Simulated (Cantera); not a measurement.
An isothermal plug-flow reactor at 898 K and 500000 Pa (inlet), inlet velocity 0.17 m/s, active area per volume 220 1/m; feed H2 : O2 : N2 = 0.023 : 0.16 : 0.79 (molar parts), equivalence ratio 0.072.

Cantera simulation using Deutschmann's 1995 Pt surface mechanism with GRI-Mech 3.0 gas chemistry; the numbers are that mechanism's predictions, not measurements. Catalytic surfaces can have several steady states; this one follows from the mechanism file's or the stated starting coverage. Mass transfer to the wall is taken as infinitely fast.

**Question.** What does this change do: temperature 898 to 450 K?

**Answer.** 
| quantity | before | after |
|---|---|---|
| x(H2) at z = 0.029 m | <1e-12 | 0.000116 |
| x(O2) at z = 0.029 m | 0.154 | 0.154 |
| x(H2O) at z = 0.029 m | 0.0239 | 0.0238 |
| θ(free Pt) at the exit | 0.0466 | 0.00103 |
| θ(O*) at the exit | 0.949 | 0.970 |
| θ(OH*) at the exit | 0.00486 | 0.0285 |
